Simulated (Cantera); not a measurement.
Feed: 1 mol Si, 1 mol HCl, 20 mol H₂, equilibrated at 452 °C and 1400000 Pa.

Method: chemical equilibrium by Gibbs-energy minimisation in Cantera with the NASA 1993 tables (ideal gas, pure condensed phases). Candidate condensed phases: Si; 19 gas species. Equilibrium is a limit: real reactors are often held back by kinetics, nucleation or transport.

Base state: H₂ 0.984, SiHCl₃ 0.0101, SiCl₄ 0.00347, SiH₂Cl₂ 0.00203, HCl 0.000105, SiH₃Cl 8.99e-5 (mole fractions); condensed: Si(s).

What changes in the equilibrium state with this change: HCl from 1 to 2.5 mol?


```csv
species,before,after
H₂,0.984,0.964
SiHCl₃,0.0101,0.0224
SiCl₄,0.00347,0.0102
SiH₂Cl₂,0.00203,0.00342
HCl,0.000105,0.000136
SiH₃Cl,8.99e-5,0.000114
"Si(s), mol",0.676,0.215
```
